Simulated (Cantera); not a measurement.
Charge: 1 mol SiH2Cl2, 0.056 mol HCl, 190 mol H2, 0.0055 mol C3H8, at 100000 Pa.

These are equilibrium values from Cantera (NASA tables, ideal gas, pure condensed phases), not measurements of a reactor. Candidate condensed phases: C, C6H6, C7H8, C8H18, Si, SiC; 109 gas species. Mutual solubility and eutectic melting of coexisting phases are not modelled. The tables' values for SiCl are old estimates; treat these amounts as uncertain. Gases not in the tables: Si2H6 and higher silanes. The numbers say what is thermodynamically allowed, not how fast it happens.

x: gas mole fraction; n: condensed amount in mol.

| T (K) | x H2 | x H | x HCl | x Si | x SiH | x SiH2 | n Si(s) | n SiC(s) | n Si(l) |
|---|---|---|---|---|---|---|---|---|---|
| 1550 | 0.990 | 3.13e-5 | 0.00998 | 3.32e-8 | 8.68e-8 | 2.76e-6 | 0.917 | 0.0131 | 0 |
| 1650 | 0.990 | 9.04e-5 | 0.00996 | 2.68e-7 | 4.87e-7 | 8.57e-6 | 0.914 | 0.0134 | 0 |
| 1750 | 0.989 | 0.000231 | 0.0100 | 1.50e-6 | 1.98e-6 | 2.06e-5 | 0 | 0.0132 | 0.916 |
| 1850 | 0.989 | 0.000536 | 0.0101 | 6.45e-6 | 6.36e-6 | 4.17e-5 | 0 | 0.0126 | 0.918 |
| 1950 | 0.988 | 0.00114 | 0.0101 | 2.38e-5 | 1.81e-5 | 7.84e-5 | 0 | 0.0117 | 0.911 |
| 2050 | 0.987 | [?] | 0.0102 | [?] | [?] | [?] | 0 | [?] | 0.889 |
| 2150 | 0.985 | 0.00419 | 0.0102 | 0.000224 | 0.000109 | 0.000231 | 0 | 0.00265 | 0.834 |
| 2250 | 0.981 | 0.00736 | 0.0102 | 0.000592 | 0.000236 | 0.000368 | 0 | 0 | 0.704 |
| 2350 | 0.975 | [?] | 0.0101 | [?] | [?] | [?] | 0 | 0 | [?] |
| 2450 | 0.965 | 0.0197 | 0.00997 | 0.00297 | 0.000833 | 0.000753 | 0 | 0 | 0 |
| 2550 | 0.954 | 0.0305 | 0.0100 | 0.00335 | 0.000803 | 0.000570 | 0 | 0 | 0 |

Question: Complete the blanks.

Answer: 
- 2050, x H: 0.00225
- 2050, x Si: 7.73e-5
- 2050, x SiH: 4.65e-5
- 2050, x SiH2: 0.000138
- 2050, n SiC(s): 0.00945
- 2350, x H: 0.0123
- 2350, x Si: 0.00144
- 2350, x SiH: 0.000478
- 2350, x SiH2: 0.000560
- 2350, n Si(l): 0.435
